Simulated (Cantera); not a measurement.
A Cantera script and its output.

```python
import numpy as np
import cantera as ct

gas = ct.Solution("gri30.yaml")
gas.TPX = 1575, 790000, {'C3H8': 1, 'O2': 6.76, 'N2': 25.4}
reactor = ct.IdealGasReactor(gas, energy="on", clone=False)
net = ct.ReactorNet([reactor])
net.rtol, net.atol = 1e-08, 1e-16
show = ['C3H8', 'O2', 'C2H6', 'CH3', 'CH2O', 'N2O']
times = np.geomspace(8e-06, 1, 12)

steps = ct.SolutionArray(gas, extra=["t"])
rows = []
print(f"{'t/s':>10s}{'T/K':>9s}{'P/Pa':>11s}" + "".join(f"{s:>11s}" for s in show))
for t in times:
    while net.time < t:
        t_next = net.step()
        steps.append(gas.state, t=t_next)
    rows.append([np.interp(t, steps.t, y) for y in (steps.T, steps.P, *steps(*show).X.T)])
    print(f"{t:10.3e}{rows[-1][0]:9.1f}{rows[-1][1]:11.4g}" + "".join(f"{x:11.3e}" for x in rows[-1][2:]))
rate = np.gradient(steps.T, steps.t)
print("integrator steps:", len(steps.t))
if steps.T.max() > steps.T[0] + 200:
    print(f"time of steepest temperature rise: {steps.t[rate.argmax()]:.4e} s")
gas.TPX = 1575, 790000, {'C3H8': 1, 'O2': 6.76, 'N2': 25.4}
gas.equilibrate("UV")
print(f"equilibrium (UV): T = {gas.T:.1f} K  " + "  ".join(f"{s} {gas[s].X[0]:.3e}" for s in show))
```

Output:

```
       t/s      T/K       P/Pa       C3H8         O2       C2H6        CH3       CH2O        N2O
 8.000e-06   1636.1  8.401e+05  1.170e-02  1.864e-01  1.821e-03  1.587e-03  4.212e-03  1.958e-08
 2.325e-05   3022.8  1.602e+06  1.983e-41  5.512e-02  1.680e-28  3.662e-14  7.859e-10  4.256e-06
 6.758e-05   3009.1  1.594e+06  2.026e-41  5.107e-02  1.706e-28  3.562e-14  7.759e-10  4.343e-06
 1.964e-04   2996.7  1.587e+06  2.075e-41  4.753e-02  1.733e-28  3.476e-14  7.686e-10  4.561e-06
 5.708e-04   2994.8  1.585e+06  2.084e-41  4.699e-02  1.737e-28  3.464e-14  7.676e-10  4.604e-06
 1.659e-03   2994.8  1.585e+06  2.084e-41  4.699e-02  1.737e-28  3.464e-14  7.676e-10  4.604e-06
 4.822e-03   2994.8  1.585e+06  2.084e-41  4.699e-02  1.737e-28  3.464e-14  7.676e-10  4.604e-06
 1.401e-02   2994.8  1.585e+06  2.084e-41  4.699e-02  1.737e-28  3.464e-14  7.676e-10  4.604e-06
 4.073e-02   2994.8  1.585e+06  2.084e-41  4.699e-02  1.737e-28  3.464e-14  7.676e-10  4.604e-06
 1.184e-01   2994.8  1.585e+06  2.084e-41  4.699e-02  1.737e-28  3.464e-14  7.676e-10  4.604e-06
 3.441e-01   2994.8  1.585e+06  2.084e-41  4.699e-02  1.737e-28  3.464e-14  7.676e-10  4.604e-06
 1.000e+00   2994.8  1.585e+06  2.084e-41  4.699e-02  1.737e-28  3.464e-14  7.676e-10  4.604e-06
integrator steps: 1898
time of steepest temperature rise: 1.0241e-05 s
equilibrium (UV): T = 2994.8 K  C3H8 4.031e-41  O2 4.699e-02  C2H6 3.084e-28  CH3 4.666e-14  CH2O 7.676e-10  N2O 4.604e-06
```

Cantera simulation using GRI-Mech 3.0 (53 species, 325 reactions); the numbers are that mechanism's predictions, not measurements. GRI-Mech 3.0 was tuned for natural gas; its chemistry of propane as a main component is partial and can be far from experiment. Above 3000 K some thermodynamic fits are extrapolated.
